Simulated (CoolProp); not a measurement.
A single-stage vapour-compression cycle with n-perfluorobutane: evaporating at 308.15 K (dew point), condensing at 354.15 K (bubble point), superheat 5 K, subcooling 8 K, compressor efficiency 0.6, no pressure losses. Each further row changes one setting.

Values from CoolProp's reference Helmholtz-energy equation of state, Gao 2022.

```tsv
case	cooling COP	pressure ratio	discharge temperature (K)	refrigerating effect (kJ/kg)	volumetric capacity (kJ/m³)
as stated	___	3.25	354.2	42.8	1610
evaporating temperature 313.15 K	___	2.80	354.2	___	2030
condensing temperature 349.15 K	3.21	___	349.2	___	1850
subcooling 13 K	2.97	3.25	354.2	___	1850
superheat 15 K	2.85	3.25	354.2	52.0	___
compressor efficiency 0.5	2.16	3.25	354.2	42.8	1610
```

Q: Complete the blanks.

A: 
- as stated, cooling COP: 2.59
- evaporating temperature 313.15 K, cooling COP: 3.18
- evaporating temperature 313.15 K, refrigerating effect (kJ/kg): 46.7
- condensing temperature 349.15 K, pressure ratio: 2.90
- condensing temperature 349.15 K, refrigerating effect (kJ/kg): 49.1
- subcooling 13 K, refrigerating effect (kJ/kg): 49.2
- superheat 15 K, volumetric capacity (kJ/m³): 1870

The compression ends wet for: as stated; evaporating temperature 313.15 K; condensing temperature 349.15 K; subcooling 13 K; superheat 15 K; compressor efficiency 0.5.
